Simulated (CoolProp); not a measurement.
Propylene along the isobar 6390 kPa: fugacity coefficient from the reference equation and from simpler models built on Tc = 364.2 K, pc = 4555 kPa, ω = 0.146; each cubic takes its own stable root.

Values from CoolProp's reference Helmholtz-energy equation of state, Lemmon 2013.

```json
[
 {"T (K)": "219.2", "phase": "liquid", "reference": "0.01447"},
 {"T (K)": "226.4", "phase": "liquid", "reference": "0.02001"},
 {"T (K)": "233.7", "phase": "liquid", "reference": "0.02710"},
 {"T (K)": "240.9", "phase": "liquid", "reference": "0.03575"},
 {"T (K)": "248.1", "phase": "liquid", "reference": "0.04622"},
 {"T (K)": "255.3", "phase": "liquid", "reference": "0.05870"},
 {"T (K)": "262.6", "phase": "liquid", "reference": "0.07352"},
 {"T (K)": "269.8", "phase": "liquid", "reference": "0.09042"},
 {"T (K)": "277", "phase": "liquid", "reference": "0.1096"},
 {"T (K)": "284.2", "phase": "liquid", "reference": "0.1313"},
 {"T (K)": "291.5", "phase": "liquid", "reference": "0.1556"},
 {"T (K)": "298.7", "phase": "liquid", "reference": "0.1821"},
 {"T (K)": "305.9", "phase": "liquid", "reference": "0.2108"},
 {"T (K)": "313.2", "phase": "liquid", "reference": "0.2422"},
 {"T (K)": "320.4", "phase": "liquid", "reference": "0.2753"},
 {"T (K)": "327.6", "phase": "liquid", "reference": "0.3103"}
]
```

### Question
How far does each simpler model (van der Waals, Redlich-Kwong) lie from the reference over these 16 states: mean and median of the absolute difference, and the worst?

### Answer
- van der Waals: mean 164.7 %, median 121.0 %, worst +465.4 % at 219.2 K and 6390 kPa
- Redlich-Kwong: mean 19.5 %, median 19.6 %, worst +30.1 % at 219.2 K and 6390 kPa
